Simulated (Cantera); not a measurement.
## Thermodynamics of abatement and gas-phase synthesis, feed S + H2 + O2

A closed system holds: 1 mol S, 0.56 mol H2, 1.4 mol O2, at 0.0133 bar.

Equilibrium computed with Cantera from the NASA thermochemical tables; the gas is ideal and each condensed phase is pure. Candidate condensed phases: H2O, H2SO4, S; 19 gas species. Rates play no part.

```tsv
T (K)	x SO2	x H2O	x O	x H	x SO	x O2	x OH	x H2	x S
1323	0.594	0.334	6.12e-7	1.63e-8	2.66e-7	0.0705	5.58e-5	1.41e-6	<1e-12
1523	0.595	0.333	1.27e-5	1.05e-6	9.78e-6	0.0711	0.000390	2.77e-5	8.60e-11
1723	0.594	0.332	0.000131	2.62e-5	0.000156	0.0710	0.00173	0.000275	1.73e-8
1923	0.592	0.328	0.000835	0.000334	0.00138	0.0709	0.00561	0.00168	1.15e-6
2123	0.578	0.313	0.00381	0.00259	0.00787	0.0729	0.0144	0.00695	3.30e-5
2323	0.535	0.275	0.0140	0.0132	0.0299	0.0818	0.0307	0.0197	0.000459
2523	0.437	0.202	0.0441	0.0463	0.0766	0.0988	0.0539	0.0371	0.00334
2723	0.286	0.107	0.115	0.113	0.135	0.112	0.0713	0.0446	0.0147
2923	0.133	0.0336	0.237	0.191	0.165	0.100	0.0634	0.0316	0.0440
```
x: gas mole fraction; nothing condenses.

From 1323 K to 2923 K nothing is condensed.
